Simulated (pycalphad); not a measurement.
Effect of Si content in Al-Cu-Si

CALPHAD calculation (pycalphad, COST 507 light-alloy database (1999)), 1 atm. The database dates from 1999; later assessments differ in places, in temperatures and in the compounds included. Not assessed as a whole: an extrapolation from subsystems, which can miss ternary compounds. Phase fractions are per mole of atoms.

```json
[
 {"alloy": "Al-0.5861Cu-2.974Si (wt.%)", "liquidus (°C)": "641", "first solid": "fcc", "solidus (°C)": "568", "phases at 552 °C": "fcc 0.98, diamond (Si) 0.02"},
 {"alloy": "Al-0.5859Cu-3.967Si (wt.%)", "liquidus (°C)": "635", "first solid": "fcc", "solidus (°C)": "568", "phases at 552 °C": "fcc 0.97, diamond (Si) 0.03"},
 {"alloy": "Al-0.5854Cu-5.951Si (wt.%)", "liquidus (°C)": "(withheld)", "first solid": "fcc", "solidus (°C)": "567", "phases at 552 °C": "(withheld)"},
 {"alloy": "Al-0.585Cu-7.922Si (wt.%)", "liquidus (°C)": "608", "first solid": "fcc", "solidus (°C)": "567", "phases at 552 °C": "fcc 0.93, diamond (Si) 0.07"},
 {"alloy": "Al-0.5832Cu-15.79Si (wt.%)", "liquidus (°C)": "629", "first solid": "diamond (Si)", "solidus (°C)": "566", "phases at 552 °C": "fcc 0.86, diamond (Si) 0.14"}
]
```

Task: Some entries are withheld; supply them.

Result: 
- Al-0.5854Cu-5.951Si (wt.%), liquidus (°C): 622
- Al-0.5854Cu-5.951Si (wt.%), phases at 552 °C: fcc 0.95, diamond (Si) 0.05
